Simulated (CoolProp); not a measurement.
Vapour-liquid equilibrium of CH2F2 (R32) (1) + fluoroethane (R161) (2) at 292.8 K; x and y are mole fractions of (1).

Computed with CoolProp (multi-fluid Helmholtz-energy mixture model, Tillner-Roth 1997 and Wu 2012; pair parameters Bell 2016).

```
x      bubble pressure (MPa)  y at the bubble point  dew pressure at overall composition x (MPa)  liquid density (mol/L)
-----  ---------------------  ---------------------  -------------------------------------------  ----------------------
0.05                  0.8381                  0.088                                       0.8196                   15.17
0.125                 0.8967                  0.203                                       0.8561                   15.40
0.2                   0.9518                  0.303                                       0.8949                   15.64
0.275                  1.004                  0.391                                       0.9360                   15.89
0.35                   1.055                  0.471                                       0.9796                   16.15
0.425                  1.103                  0.544                                        1.026                   16.42
0.5                    1.151                  0.613                                        1.074                   16.70
0.575                  1.198                  0.678                                        1.125                   16.99
0.65                   1.244                  0.740                                        1.178                   17.30
0.725                  1.290                  0.799                                        1.233                   17.61
0.8                    1.337                  0.857                                        1.291                   17.94
0.875                  1.383                  0.912                                        1.352                   18.29
0.95                   1.429                  0.965                                        1.416                   18.64
```

No azeotrope shows between x = 0.05 and 0.95.

The pair parameters rest on a limited set of measurements; away from them the model extrapolates.
